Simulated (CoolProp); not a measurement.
Vapour-liquid equilibrium of R134a (1) + R123 (2) at 216 K; x and y are mole fractions of (1).

Values from CoolProp's multi-fluid Helmholtz-energy mixture model, Tillner-Roth 1994 and Younglove 1994; pair parameters Bell 2016.

```tsv
x	bubble pressure, mixture model (MPa)	bubble pressure, Raoult's law (MPa)	y, mixture model	y, Raoult's law
0.05	0.002480	0.001922	0.609	0.497
0.125	0.004556	0.003278	0.803	0.728
0.2	0.006456	0.004633	0.871	0.824
0.275	0.008163	0.005989	0.906	0.877
0.35	0.009677	0.007344	0.927	0.910
0.425	0.01101	0.008700	0.942	0.933
0.5	0.01220	0.01006	0.952	0.949
0.575	0.01327	0.01141	0.960	0.962
0.65	0.01426	0.01277	0.967	0.972
0.725	0.01521	0.01412	0.974	0.980
0.8	0.01617	0.01548	0.980	0.987
0.875	0.01717	0.01683	0.987	0.992
0.95	0.01828	0.01819	0.994	0.997
```

The largest gap from Raoult's law is +39.3 % in bubble pressure, at x = 0.2. No azeotrope shows between x = 0.05 and 0.95.

The pair parameters rest on a limited set of measurements; away from them the model extrapolates.
